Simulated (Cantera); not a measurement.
An adiabatic, constant-pressure homogeneous reactor starts with CO : H2 : O2 : N2 = 1 : 0.18 : 0.983 : 3.7 (molar parts), equivalence ratio 0.60, at 1750 K and 4.93 atm.

Computed with Cantera and GRI-Mech 3.0 (53 species, 325 reactions). The hydrogen kinetics of GRI-Mech 3.0 are dated; newer H2 mechanisms differ, most at raised pressure.

Task: Predict: time of steepest temperature rise; temperature at 0.200 s; equilibrium temperature; x(CO) at 0.200 s; x(H2) at 0.200 s; x(O2) at 0.200 s; x(CO2) at 0.200 s; x(NO) at 0.200 s; x(N2O) at 0.200 s; x(OH) at 0.200 s.

Result: 
```json
{
  "time_of_steepest_temperature_rise": "3.25 µs",
  "temperature at 0.200 s": "2816 K",
  "equilibrium_temperature": "2816 K",
  "x(CO) at 0.200 s": "0.0386 (gas-phase equilibrium 0.0386)",
  "x(H2) at 0.200 s": "0.00102 (gas-phase equilibrium 0.00102)",
  "x(O2) at 0.200 s": "0.0762 (gas-phase equilibrium 0.0762)",
  "x(CO2) at 0.200 s": "0.146 (gas-phase equilibrium 0.146)",
  "x(NO) at 0.200 s": "0.0210 (gas-phase equilibrium 0.0210)",
  "x(N2O) at 0.200 s": "2.43e-6 (gas-phase equilibrium 2.43e-6)",
  "x(OH) at 0.200 s": "0.00937 (gas-phase equilibrium 0.00937)"
}
```
